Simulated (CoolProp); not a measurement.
Properties of the fluoroketone C6F12O (FK-5-1-12) along the isotherm 500 K.

Computed with CoolProp (reference Helmholtz-energy equation of state, McLinden 2015).

```json
[
 {"p (kPa)": "85", "phase": "gas", "speed of sound (m/s)": "115.0", "isothermal compressibility (1/MPa)": "11.88"},
 {"p (kPa)": "170", "phase": "gas", "speed of sound (m/s)": "114.0", "isothermal compressibility (1/MPa)": "6.004"},
 {"p (kPa)": "255", "phase": "gas", "speed of sound (m/s)": "?", "isothermal compressibility (1/MPa)": "4.045"},
 {"p (kPa)": "340", "phase": "gas", "speed of sound (m/s)": "111.8", "isothermal compressibility (1/MPa)": "3.066"},
 {"p (kPa)": "425", "phase": "gas", "speed of sound (m/s)": "110.7", "isothermal compressibility (1/MPa)": "2.480"},
 {"p (kPa)": "510", "phase": "gas", "speed of sound (m/s)": "109.5", "isothermal compressibility (1/MPa)": "?"},
 {"p (kPa)": "595", "phase": "gas", "speed of sound (m/s)": "108.4", "isothermal compressibility (1/MPa)": "1.812"},
 {"p (kPa)": "680", "phase": "gas", "speed of sound (m/s)": "107.3", "isothermal compressibility (1/MPa)": "1.605"},
 {"p (kPa)": "765", "phase": "gas", "speed of sound (m/s)": "106.1", "isothermal compressibility (1/MPa)": "?"},
 {"p (kPa)": "850", "phase": "gas", "speed of sound (m/s)": "105.0", "isothermal compressibility (1/MPa)": "1.317"},
 {"p (kPa)": "935", "phase": "gas", "speed of sound (m/s)": "?", "isothermal compressibility (1/MPa)": "?"}
]
```

Q: Some entries are withheld; supply them.

A: 
- 255, speed of sound (m/s): 112.9
- 510, isothermal compressibility (1/MPa): 2.090
- 765, isothermal compressibility (1/MPa): 1.444
- 935, speed of sound (m/s): 103.8
- 935, isothermal compressibility (1/MPa): 1.213
